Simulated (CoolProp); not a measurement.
Properties of R113 along the isobar 14300 kPa (Tc = 487.2 K, pc = 3392 kPa, ω = 0.253).

Computed with CoolProp (reference Helmholtz-energy equation of state, Marx 1992).

```tsv
T (K)	phase	cv (kJ/(kg K))	speed of sound (m/s)	Joule-Thomson coefficient (K/MPa)	isothermal compressibility (1/MPa)
308.9	liquid	0.6848	739.0	-0.4080	0.001547
321.2	liquid	0.6948	705.4	-0.3920	0.001719
333.5	liquid	0.7044	673.1	-0.3742	0.001914
345.8	liquid	0.7136	641.9	…	0.002136
358.1	liquid	0.7223	611.8	-0.3326	0.002390
370.5	liquid	0.7308	582.4	-0.3079	0.002684
382.8	liquid	0.7388	…	-0.2804	0.003021
395.1	liquid	0.7465	526.7	-0.2495	0.003413
407.4	liquid	0.7539	500.0	…	0.003869
419.7	liquid	0.7610	…	-0.1749	0.004404
432	liquid	0.7680	448.9	-0.1299	0.005034
444.4	liquid	0.7747	424.3	-0.07811	0.005786
456.7	liquid	0.7812	400.7	-0.01931	0.006674
469	liquid	0.7876	377.8	0.04806	0.007734
481.3	liquid	0.7938	355.9	0.1253	0.009002
```

Question: Some entries are withheld; supply them.

Answer: 
- 345.8, Joule-Thomson coefficient (K/MPa): -0.3545
- 382.8, speed of sound (m/s): 554.1
- 407.4, Joule-Thomson coefficient (K/MPa): -0.2145
- 419.7, speed of sound (m/s): 474.1
